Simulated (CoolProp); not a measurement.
Vapour-liquid equilibrium of dimethyl ether (1) + R236EA (2) at 340.1 K; x and y are mole fractions of (1).

Values from CoolProp's multi-fluid Helmholtz-energy mixture model, Wu 2011 and Rui 2013; pair parameters Bell 2016.

Give the bubble pressure and the first vapour's composition at x = 0.25, 0.45, 0.95. Is there an azeotrope?

x = 0.25: 0.7635 MPa, y = 0.299; x = 0.45: 0.8644 MPa, y = 0.573; x = 0.95: 1.598 MPa, y = 0.987. No azeotrope shows between x = 0.05 and 0.95.

The pair parameters rest on a limited set of measurements; away from them the model extrapolates.
